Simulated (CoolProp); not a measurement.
Vapour pressure (bar) of R236FA: the reference equation beside estimates from Tc = 398.1 K, pc = 31.91 bar, ω = 0.377. Clausius-Clapeyron is anchored at 328.8 K with a constant enthalpy of vaporisation of 19.14 kJ/mol.

Model: reference Helmholtz-energy equation of state, Pan 2012, in CoolProp.

| T (K) | reference | Lee-Kesler | Clausius-Clapeyron | van der Waals | Redlich-Kwong | Soave-Redlich-Kwong | Peng-Robinson |
|---|---|---|---|---|---|---|---|
| 273.8 | 1.107 | 1.101 | 1.666 | 5.845 | 2.402 | 1.101 | 1.104 |
| 283 | 1.588 | 1.586 | 2.190 | 6.919 | 3.176 | 1.585 | 1.582 |
| 292.1 | 2.211 | 2.215 | 2.822 | 8.101 | 4.103 | 2.214 | 2.201 |
| 301.3 | 3.017 | 3.029 | 3.590 | 9.420 | 5.221 | 3.032 | 3.005 |
| 310.5 | 4.032 | 4.052 | 4.501 | 10.87 | 6.537 | 4.064 | 4.019 |
| 319.6 | 5.272 | 5.301 | 5.559 | 12.44 | 8.050 | 5.329 | 5.263 |
| 328.8 | 6.801 | 6.837 | 6.801 | 14.16 | 9.808 | 6.892 | 6.801 |
| 337.9 | 8.621 | 8.662 | 8.212 | 16.00 | 11.79 | 8.754 | 8.637 |
| 347.1 | 10.81 | 10.86 | 9.837 | 18.01 | 14.05 | 11.00 | 10.85 |
| 356.2 | 13.37 | 13.42 | 11.65 | 20.14 | 16.56 | 13.61 | 13.45 |
| 365.4 | 16.41 | 16.45 | 13.71 | 22.45 | 19.38 | 16.69 | 16.52 |
| 374.5 | 19.91 | 19.95 | 15.98 | 24.88 | 22.46 | 20.22 | 20.06 |
| 383.7 | 24.03 | 24.08 | 18.52 | 27.50 | 25.89 | 24.32 | 24.19 |

Absolute difference from the reference over all 13 rows, mean and median: Lee-Kesler 0.4 and 0.4 %, Clausius-Clapeyron 18.3 and 16.5 %, van der Waals 148.9 and 108.2 %, Redlich-Kwong 51.1 and 44.2 %, Soave-Redlich-Kwong 1.1 and 1.2 %, Peng-Robinson 0.4 and 0.4 %.
